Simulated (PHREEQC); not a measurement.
Copper plating or etch bath: an equilibrium model

A solution holds 0.5 mmol/kgw CuCl2 and 56 mmol/kgw H3BO3, at 25 °C. It is in equilibrium with CO2 at log p = -3.5 (atm). Otherwise closed; pH follows from the charge balance.

Equilibrium calculation in PHREEQC: ion-association model, wateq4f.dat.

This is a speciation only: nothing precipitates in the calculation.

Question: What pH does the model give?

Answer: pH 5.16.

Question: In which forms is C present?

Answer: CO2 92 %, HCO3- 6.2 %, CuHCO3+ 1.3 % of the C.

Species that the database lacks are ignored.
